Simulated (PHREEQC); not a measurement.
1 kg of water holding 0.04 mol/kgw Na2CO3, 0.018 mol/kgw NaCl and 0.00046 mol/kgw Na2B4O7 is evaporated at 30 °C; the solids stay in contact with the brine. CO2 is held at log p = -3.4 (atm). Solids allowed: Halite, Nahcolite, Natron, Trona, Borax, Boric_acid,s, NaBO2:4H2O, NaB5O8:5H2O, Teepleite. Others were left out.

The series has 28 steps of water left (kg), from 0.9997 to 0.003964.

Model: Pitzer model, pitzer.dat, run in PHREEQC.

### Question
Which solids form, in which order, and at which step of the series does each first stand?

### Answer
Trona from water left = 0.01614 kg (pH 10.11); Borax from water left = 0.003964 kg (pH 9.81).

Species that the database lacks are ignored.
